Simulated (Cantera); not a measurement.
## Equilibrium for boron, boron nitride and boron oxide: borazine + O₂

Feed: 1 mol borazine, 1.4 mol O₂, equilibrated at 0.100 bar.

Method: chemical equilibrium by Gibbs-energy minimisation in Cantera with the NASA 1993 tables (ideal gas, pure condensed phases). Candidate condensed phases: B, BN, B₂O₃, B₃O₃H₃, H₂O; 39 gas species. The feed counts by its element totals alone. Mutual solubility and eutectic melting of coexisting phases are not modelled. The tables' values for BH₂ are old estimates; treat these amounts as uncertain. Gases not in the tables: H₃BO₃. The numbers say what is thermodynamically allowed, not how fast it happens.

```tsv
T (°C)	x H₂	x N₂	x HBO	x BO	x B₂O₂	x B₂O₃	x H	x HBO₂	n BN(s)	n B₂O₃(l)
477	0.761	0.237	<1e-12	<1e-12	<1e-12	<1e-12	<1e-12	3.23e-9	1.14	0.930
627	0.761	0.237	1.36e-10	<1e-12	<1e-12	<1e-12	3.22e-10	3.73e-7	1.14	0.930
777	0.761	0.237	3.70e-8	<1e-12	<1e-12	3.26e-10	2.24e-8	1.02e-5	1.14	0.931
927	0.761	0.237	2.40e-6	7.50e-11	1.57e-10	9.20e-8	5.44e-7	0.000116	1.14	0.930
1077	0.761	0.237	5.99e-5	1.71e-8	5.54e-8	7.03e-6	6.57e-6	0.000739	1.14	0.929
1227	0.758	0.236	0.000771	1.29e-6	5.85e-6	0.000217	4.85e-5	0.00316	1.14	0.921
1377	0.745	0.234	0.00611	4.33e-5	0.000258	0.00348	0.000248	0.0100	1.14	0.882
1527	0.676	0.223	0.0327	0.000802	0.00601	0.0343	0.000931	0.0247	1.11	0.652
1677	0.518	0.208	0.0918	0.00704	0.0478	0.0974	0.00261	0.0265	0.846	0
1827	0.463	0.223	0.134	0.0256	0.0911	0.0467	0.00670	0.0103	0.519	0
1977	0.420	0.228	0.151	0.0636	0.105	0.0131	0.0152	0.00296	0.291	0
2127	0.389	0.224	0.142	0.119	0.0859	0.00259	0.0314	0.000706	0.190	0
```
x: gas mole fraction; n: condensed amount in mol.

From 477 °C to 1527 °C the condensed part is BN(s) + B₂O₃(l). From 1677 °C to 2127 °C the condensed part is BN(s).
